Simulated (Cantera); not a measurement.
Feed: 1 mol SiF₄, 9.8 mol N₂, 0.12 mol NH₃, held at 60000 Pa.

Cantera equilibrium calculation (NASA polynomials, part measured and part estimated; ideal gas, pure solids and liquids). Candidate condensed phases: Si, Si₃N₄; 37 gas species. Rates play no part.

### Question
Which condensed phases are stable at each of these points (T (K)): 1050, 1150, 1250, 1350, 1450, 1550, 1650, 1750, 1850, 1950?

### Answer
```
T (K)  condensed phases  Si condensed (%)
-----  ----------------  ----------------
1050           Si₃N₄(s)               0.0
1150           Si₃N₄(s)               0.0
1250           Si₃N₄(s)               0.0
1350           gas only               0.0
1450           gas only               0.0
1550           gas only               0.0
1650           gas only               0.0
1750           gas only               0.0
1850           gas only               0.0
1950           gas only               0.0
```

From 1050 K to 1250 K the condensed part is Si₃N₄(s). From 1350 K to 1950 K nothing is condensed.
